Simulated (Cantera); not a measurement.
A Cantera script and what it prints.

```python
import numpy as np
import cantera as ct

gas_names = """
    TiO
""".split()
cond_names = """
    Ti2O3(a) Ti2O3(b) Ti2O3(L) Ti4O7(s) Ti4O7(L)
""".split()


# ... load() reads the species with a 1 bar reference pressure and builds the phases ...
species = {s.name: s for s in load("nasa_gas.yaml", gas_names) + load("nasa_condensed.yaml", cond_names)}
# Each term lists the table entries of one substance; the one whose range holds T is used.
reactions = {
    '3 Ti2O3 = 2 TiO(g) + Ti4O7':
        [(-3, ['Ti2O3(a)', 'Ti2O3(b)', 'Ti2O3(L)']), (2, ['TiO']), (1, ['Ti4O7(s)', 'Ti4O7(L)'])],
}


def pick(names, T):
    return next(species[n] for n in names if species[n].thermo.min_temp <= T <= species[n].thermo.max_temp)


results = []
for label, terms in reactions.items():
    print(label)
    print("     T/K   dH/kJ  dS/(J/K)   dG/kJ   log10 K")
    for T in [1448, 1498, 1548, 1598, 1648, 1698, 1748, 1798, 1848, 1898, 1948]:
        used = [(nu, pick(names, T)) for nu, names in terms]
        dH = sum(nu * s.thermo.h(T) for nu, s in used) / 1e6
        dS = sum(nu * s.thermo.s(T) for nu, s in used) / 1e3
        dG = dH - T * dS / 1e3
        logK = -dG * 1e6 / (ct.gas_constant * T * np.log(10))
        results.append((label, T, dH, dS, dG, logK, [s.name for _, s in used]))
        print(f"{T:8g} {dH:8.1f} {dS:8.1f} {dG:8.1f} {logK:8.2f}")
```

Result:

```
3 Ti2O3 = 2 TiO(g) + Ti4O7
     T/K   dH/kJ  dS/(J/K)   dG/kJ   log10 K
    1448   1189.9    332.3    708.8   -25.57
    1498   1186.6    330.0    692.2   -24.14
    1548   1183.2    327.8    675.8   -22.80
    1598   1179.8    325.6    659.4   -21.56
    1648   1176.5    323.6    643.2   -20.39
    1698   1173.1    321.6    627.1   -19.29
    1748   1169.8    319.7    611.1   -18.26
    1798   1166.5    317.8    595.1   -17.29
    1848   1163.2    316.0    579.3   -16.37
    1898   1159.9    314.2    563.5   -15.51
    1948   1156.6    312.5    547.9   -14.69
```

Cantera with NASA thermochemical tables; ideal gases at 1 bar, condensed phases pure. Condensed species are held in their standard states even where they would react or evaporate.
